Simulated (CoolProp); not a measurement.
Properties of dry air along the isobar 48.9 bar.

Values from CoolProp's reference Helmholtz-energy equation of state, Lemmon 2000. It is a pseudo-pure fit of the blend.

| T (°C) | phase | density (kg/m³) | speed of sound (m/s) | expansivity (1/kK) | conductivity (mW/(m K)) | Prandtl number |
|---|---|---|---|---|---|---|
| -142.25 | liquid | 554.1 | 343.2 | 25.43 | 61.1 | 2.25 |
| -106.15 | supercritical | 132.2 | 241.9 | 13.44 | 22.0 | 1.03 |
| -70.15 | supercritical | 93.46 | 282.2 | 7.285 | 22.5 | 0.840 |
| -34.15 | supercritical | 74.91 | 313.0 | 5.266 | 24.5 | 0.782 |
| 1.95 | supercritical | 63.24 | 339.1 | 4.210 | 26.7 | 0.754 |
| 37.95 | supercritical | 55.04 | 362.2 | 3.547 | 29.1 | 0.737 |
| 74.05 | supercritical | 48.86 | 383.3 | 3.081 | 31.4 | 0.726 |
| 110.05 | supercritical | 44.02 | 402.7 | 2.735 | 33.7 | 0.718 |
| 146.05 | supercritical | 40.09 | 420.9 | 2.464 | 36.0 | 0.714 |

Viscosity comes from a separate model (Lemmon 2004). Thermal conductivity comes from a separate model (Lemmon 2004).
